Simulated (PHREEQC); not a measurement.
# Spent oxide etchant

A solution holds 0.0017 mol/kgw HF and 0.048 mol/kgw H2SiF6, at 90 °C. Closed to the air; pH follows from the charge balance.

Model: ion-association model, phreeqc.dat, run in PHREEQC.

No solid was allowed to form.

### Question
What pH, ionic strength does the model give?

### Answer
pH 1.19; ionic strength 0.121 mol/kgw.

### Question
In which forms is F present?

### Answer
SiF6-2 83 %, HF 17 % of the F.

Saturation is exceeded, for instance for SiO2(a), Quartz (slow to form); the values hold only as long as no solid forms. Away from 25 °C the constants follow the database's enthalpies or fits; those with neither stay at their 25 °C values. SiF6-2 is the database's only silicon fluoride.
